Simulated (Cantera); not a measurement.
Feed: 1 mol SiCl4, 16 mol NH3, 9.4 mol N2, held at 1502 °C and 21.0 Pa.

Cantera equilibrium calculation (NASA polynomials, part measured and part estimated; ideal gas, pure solids and liquids). Candidate condensed phases: NH4Cl, Si, Si3N4; 28 gas species. The tables' values for SiCl, SiN are old estimates; treat these amounts as uncertain. Equilibrium is a limit: real reactors are often held back by kinetics, nucleation or transport.

Base state: H2 0.508, N2 0.395, HCl 0.0593, SiCl2 0.0147, H 0.0142, Si 0.00692, Cl 0.00128, SiCl 0.000839 (mole fractions); condensed: gas only.

**Question.** What changes in the equilibrium state with this change: pressure from 21.0 Pa to 8.90 Pa?

**Answer.** 
| species | before | after |
|---|---|---|
| H2 | 0.508 | 0.497 |
| N2 | 0.395 | 0.392 |
| HCl | 0.0593 | 0.0647 |
| H | 0.0142 | 0.0216 |
| Si | 0.00692 | 0.0102 |
| SiCl2 | 0.0147 | 0.0112 |
| Cl | 0.00128 | 0.00216 |
| Si2N | 3.29e-5 | 1.98e-5 |
| Si2 | 2.56e-5 | 2.38e-5 |
| SiCl | 0.000839 | 0.000891 |
| SiH | 8.77e-5 | 8.36e-5 |
